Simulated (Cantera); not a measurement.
A Cantera script and what it prints.

```python
import numpy as np
import cantera as ct

gas_names = """
    C CN CO CO2 C2 CCN CNC C2N2 C2O C3 C3O2 C4 C4N2 C5 Cu CuO Cu2 N NCO NO NO2 NO3 N2 N2O O O2 O3
""".split()
cond_names = """
    C(gr) Cu(cr) Cu(L) CuO(s) Cu2O(s) Cu2O(L)
""".split()


def load(file, names, dense=False):
    # The tables refer to 1 bar. Condensed volumes are neglected.
    table = {s.name: s for s in ct.Species.list_from_file(file)}
    out = []
    for n in names:
        d = dict(table[n].input_data)
        d["thermo"] = dict(d["thermo"], **{"reference-pressure": 1e5})
        if dense:
            d["equation-of-state"] = {"model": "constant-volume", "density": "1e6 g/cm^3"}
        out.append(ct.Species.from_dict(d))
    return out


gas = ct.Solution(thermo="ideal-gas", species=load("nasa_gas.yaml", gas_names))
cond = {s.name: ct.Solution(thermo="fixed-stoichiometry", species=[s], name=s.name)
        for s in load("nasa_condensed.yaml", cond_names, dense=True)}
atoms = {
    'CuO': {'Cu': 1, 'O': 1},
    'C': {'C': 1},
    'N2': {'N': 2},
}
top_T = {'C(gr)': 4500, 'CuO(s)': 1390}  # K; cautious upper limits of use, not melting points


def equilibrate(T, P, feed):
    n = {}
    for name, mol in feed.items():
        for a, k in atoms[name].items():
            n[a] = n.get(a, 0.0) + k * mol
    gas.TPX = T, P, n
    mass = sum(n.values()) * gas.mean_molecular_weight
    gas.equilibrate("TP")
    valid = [c for c in cond.values() if c.min_temp <= T <= top_T.get(c.name, c.max_temp)]
    mix = ct.Mixture([(gas, mass / gas.mean_molecular_weight)] + [(c, 0.0) for c in valid])
    mix.T, mix.P = T, P
    mix.equilibrate("TP", solver="vcs", rtol=1e-11, max_steps=5000)
    return mix


results = []
feed = {'CuO': 1, 'C': 0.43, 'N2': 6}  # mol
P = 580000  # Pa
for T in [850, 950, 1050, 1150, 1250, 1350, 1450]:
    mix = equilibrate(T, P, feed)
    results.append((T, P, feed, dict(zip(mix.species_names, mix.species_moles))))

top = {s: max(r[3][s] / sum(r[3][g] for g in gas_names) for r in results) for s in gas_names}
cols = sorted((s for s in top if top[s] > 1e-05), key=lambda s: -top[s])[:8]
seen = [c for c in cond_names if any(r[3].get(c, 0) > 1e-12 for r in results)]
print("log10 of partial pressures in bar; condensed amounts in mol")
print(f"{'T/K':>10s}" + "".join(f"{s[:9]:>10s}" for s in cols + seen))
for T, P, feed, n in results:
    ng = sum(n[g] for g in gas_names)
    print(f"{T:10.4g}" + "".join(f"{np.log10(max(n[s] / ng * P / 1e5, 1e-99)):10.3f}" for s in cols)
          + "".join(f"{n.get(c, 0):10.4g}" for c in seen))
```

Output:

```
log10 of partial pressures in bar; condensed amounts in mol
       T/K        N2       CO2        CO    Cu(cr)     Cu(L)   Cu2O(s)
       850     0.733    -0.411    -6.694      0.72         0      0.14
       950     0.733    -0.411    -5.953      0.72         0      0.14
      1050     0.733    -0.411    -5.351      0.72         0      0.14
      1150     0.733    -0.411    -4.853      0.72         0      0.14
      1250     0.733    -0.411    -4.433    0.7199         0      0.14
      1350     0.733    -0.411    -4.075    0.7198         0    0.1401
      1450     0.733    -0.411    -3.829         0    0.7199    0.1401
```

Equilibrium computed with Cantera from the NASA thermochemical tables; the gas is ideal and each condensed phase is pure. Mutual solubility and eutectic melting of coexisting phases are not modelled.
